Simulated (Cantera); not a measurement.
Cantera run, input and output.

```python
import numpy as np
import cantera as ct

gas = ct.Solution("gri30.yaml", transport_model="multicomponent")
show = ['CO2', 'CH3', 'H']

rows = []
print(f"{'T/K':>7s}{'rho':>11s}{'cp':>10s}{'mu':>11s}{'lambda':>11s}{'Pr':>7s}" + "".join(f"{'D_' + s:>11s}" for s in show))
for T in [400, 600, 800, 1000, 1200, 1400]:
    gas.TPX = T, 2700, {'H2O': 0.75, 'CO2': 0.19, 'N2': 0.37}
    Pr = gas.cp_mass * gas.viscosity / gas.thermal_conductivity
    D = [gas.mix_diff_coeffs_mole[gas.species_index(s)] for s in show]
    rows.append([gas.density, gas.cp_mass, gas.viscosity, gas.thermal_conductivity, Pr, *D])
    print(f"{T:7g}{gas.density:11.4e}{gas.cp_mass:10.1f}{gas.viscosity:11.4e}"
          f"{gas.thermal_conductivity:11.4e}{Pr:7.3f}" + "".join(f"{d:11.4e}" for d in D))
print("SI units: kg/m3, J/kg/K, Pa s, W/m/K, m2/s")
```

Output:

```
    T/K        rho        cp         mu     lambda     Pr      D_CO2      D_CH3        D_H
    400 1.9979e-02    1377.0 1.7479e-05 3.5386e-02  0.680 1.0482e-03 1.4209e-03 7.8649e-03
    600 1.3319e-02    1469.4 2.5276e-05 5.5244e-02  0.672 2.2522e-03 2.9694e-03 1.6438e-02
    800 9.9894e-03    1564.5 3.2488e-05 7.5825e-02  0.670 3.8027e-03 4.9283e-03 2.7283e-02
   1000 7.9915e-03    1656.9 3.9201e-05 9.6916e-02  0.670 5.6540e-03 7.2480e-03 4.0127e-02
   1200 6.6596e-03    1739.5 4.5494e-05 1.1807e-01  0.670 7.7765e-03 9.8959e-03 5.4788e-02
   1400 5.7082e-03    1811.5 5.1430e-05 1.3897e-01  0.670 1.0149e-02 1.2849e-02 7.1138e-02
SI units: kg/m3, J/kg/K, Pa s, W/m/K, m2/s
```

Cantera simulation using GRI-Mech 3.0 (53 species, 325 reactions); the numbers are that mechanism's predictions, not measurements. Polar gases are described roughly by these parameters.
